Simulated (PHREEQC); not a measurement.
0.75 g of hydrous ferric oxide (600 m²/g; 0.2 weak and 0.005 strong sites per Fe, Dzombak-Morel constants, diffuse double layer) in 1 kg of water with 0.3 mol/kgw of an inert sodium salt and 2.8e-06 mol/kgw H3BO3, 0.00013 mol/kgw CuCl2 and 6.8e-05 mol/kgw CaCl2, at 25 °C; the pH is set by adding NaOH or the inert anion's acid. O2 is buffered at 0.21 atm. The system is closed to CO2. Precipitation was switched off in this run.

Base run: PHREEQC, ion-association model, wateq4f.dat. Each further column changes one thing. The table gives Cu sorbed (%).

| pH | base | no electrostatic term (-no_edl) | background salt from 0.3 to 0.03 mol/kgw | oxide from 0.75 to 3.8 g/kgw | 0.00063 mol/kgw Ag2SO4 added |
|---|---|---|---|---|---|
| 3 | 0.1 | 0.1 | 0.1 | 0.3 | 0.1 |
| 3.67 | 1.2 | 1.2 | 1.9 | 5.8 | 1.2 |
| 4.33 | 14.6 | 15.7 | 17.4 | 49.3 | 14.5 |
| 5 | 57.0 | 63.0 | 59.0 | 93.3 | 56.2 |
| 5.67 | 93.9 | 96.7 | 93.8 | 99.5 | 94.0 |
| 6.33 | 99.5 | 99.8 | 99.5 | 100.0 | 99.4 |
| 7 | 99.9 | 100.0 | 99.9 | 100.0 | 99.9 |
| 7.67 | 100.0 | 100.0 | 100.0 | 100.0 | 99.9 |
| 8.33 | 99.9 | 99.9 | 99.9 | 100.0 | 99.9 |
| 9 | 99.9 | 99.5 | 99.9 | 100.0 | 99.5 |
| 9.67 | 99.8 | 94.0 | 99.9 | 100.0 | 97.2 |
| 10.33 | 99.4 | 54.0 | 99.8 | 100.0 | 80.5 |
| 11 | 97.9 | 11.6 | 99.6 | 99.9 | 32.8 |

The database's constant for dissolved Cu(OH)2 is higher than later reviews accept. The oxide is taken as insoluble; below pH 4 it would dissolve. In at least one series the solution becomes supersaturated in solids that the run did not let form, among them Cu(OH)2.
